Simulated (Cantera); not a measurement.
## Transport properties of process gases

Gas mixture: C2H6 : N2 = 0.41 : 0.16 (molar parts), at 760 Torr, frozen composition.

Cantera's kinetic-theory transport with the Lennard-Jones parameters of GRI-Mech 3.0, ideal gas; thermal conductivity in the multicomponent form. The composition is frozen, though it would react at the higher temperatures.

| T (K) | ρ (kg/m³) | cp (J/kg/K) | μ (µPa s) | λ (mW/m/K) | Pr | D (cm²/s) H2 | D (cm²/s) N2 | D (cm²/s) NH3 |
|---|---|---|---|---|---|---|---|---|
| 400 | 0.899 | 1868 | 14.4 | 34.8 | 0.771 | 1.02 | 0.250 | 0.283 |
| 550 | 0.653 | 2326 | 18.7 | 55.9 | 0.778 | 1.75 | 0.439 | 0.520 |
| 700 | 0.513 | 2718 | 22.5 | 78.4 | 0.780 | 2.62 | 0.667 | 0.812 |
| 850 | 0.423 | 3028 | 26.0 | 101 | 0.781 | 3.63 | 0.929 | 1.15 |
| 1000 | 0.359 | 3304 | 29.2 | 123 | 0.781 | 4.76 | 1.22 | 1.54 |
| 1150 | 0.313 | 3520 | 32.1 | 145 | 0.781 | 6.00 | 1.55 | 1.97 |
| 1300 | 0.276 | 3699 | 34.9 | 166 | 0.780 | 7.36 | 1.90 | 2.44 |
D: mixture-averaged diffusion coefficient of that species in the mixture.
